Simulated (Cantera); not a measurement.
Input: 1 mol NH3, 0.45 mol H2O, 4.2 mol N2, at 2052 °C and 0.670 bar.

Equilibrium computed with Cantera from the NASA thermochemical tables; the gas is ideal and each condensed phase is pure. Candidate condensed phases: H2O; 24 gas species. Equilibrium is a limit: real reactors are often held back by kinetics, nucleation or transport.

Base state: N2 0.704, H2 0.222, H2O 0.0671, H 0.00633, OH 0.000319, NO 3.01e-5 (mole fractions); condensed: gas only.

Q: What changes in the equilibrium state with this change: temperature from 2052 °C to 1177 °C?

A: 
```csv
species,before,after
N2,0.704,0.707
H2,0.222,0.226
H2O,0.0671,0.0677
H,0.00633,5.49e-6
NO,3.01e-5,<1e-9
OH,0.000319,3.95e-8
```

Q: What changes in the equilibrium state with this change: 0.017 mol CH4 added?

A: 
| species | before | after |
|---|---|---|
| N2 | 0.704 | 0.699 |
| H2 | 0.222 | 0.228 |
| H2O | 0.0671 | 0.0639 |
| CO | 0 | 0.00241 |
| CO2 | 0 | 0.000119 |
| NO | 3.01e-5 | 2.78e-5 |
Further candidate phases: C, C6H6, C7H8, C8H18.

Q: What changes in the equilibrium state with this change: temperature from 2052 °C to 625 °C?

A: 
```json
[
 {"species": "N2", "before": "0.704", "after": "0.707"},
 {"species": "H2", "before": "0.222", "after": "0.225"},
 {"species": "H2O", "before": "0.0671", "after": "0.0677"},
 {"species": "H", "before": "0.00633", "after": "<1e-9"},
 {"species": "OH", "before": "0.000319", "after": "<1e-9"},
 {"species": "NO", "before": "3.01e-5", "after": "<1e-9"},
 {"species": "NH3", "before": "7.43e-7", "after": "7.41e-5"}
]
```
